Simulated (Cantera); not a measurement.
Charge: 1 mol Pb, 0.58 mol CO, 0.91 mol N₂, held at 1.00 bar.

Equilibrium computed with Cantera from the NASA thermochemical tables; the gas is ideal and each condensed phase is pure. Candidate condensed phases: C, Pb, PbO, PbO₂, Pb₃O₄; 27 gas species. Equilibrium is a limit: real reactors are often held back by kinetics, nucleation or transport.

Q: What share of the Pb ends up in condensed phases as a function of T (K), at 873, 973, 1073, 1173, 1273, 1373, 1473, 1573, 1673?

A: 
| T (K) | Pb condensed (%) | as |
|---|---|---|
| 873 | 100.0 | Pb(l) |
| 973 | 100.0 | Pb(l) |
| 1073 | 100.0 | Pb(l) |
| 1173 | 99.9 | Pb(l) |
| 1273 | 99.7 | Pb(l) |
| 1373 | 99.0 | Pb(l) |
| 1473 | 97.1 | Pb(l) |
| 1573 | 92.5 | Pb(l) |
| 1673 | 81.7 | Pb(l) |
